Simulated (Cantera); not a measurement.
Charge: 1 mol Si, 1.2 mol CO₂, 530 mol H₂, equilibrated at 950 °C and 0.0133 bar.

These are equilibrium values from Cantera (NASA tables, ideal gas, pure condensed phases), not measurements of a reactor. Candidate condensed phases: C, C₆H₆, C₇H₈, C₈H₁₈, H₂O, Si, SiC, SiO₂; 123 gas species. Mutual solubility and eutectic melting of coexisting phases are not modelled. The tables hold silica as quartz up to 1696 K and as liquid above; real silica turns to tridymite and cristobalite and melts near 1996 K. The numbers say what is thermodynamically allowed, not how fast it happens.

Base state: H₂ 0.998, CO 0.00171, CH₄ 6.79e-5 (mole fractions); condensed: SiC(s) + SiO₂(β-quartz).

Problem. What changes in the equilibrium state with this change: CO₂ from 1.2 to 4.9 mol?

Solution. 
```csv
species,before,after
H₂,0.998,0.985
CO,0.00171,0.00913
H₂O,1.20e-6,0.00539
CO₂,1.41e-9,3.42e-5
CH₄,6.79e-5,7.71e-8
"SiC(s), mol",0.254,0
"SiO₂(β-quartz), mol",0.743,1.000
```
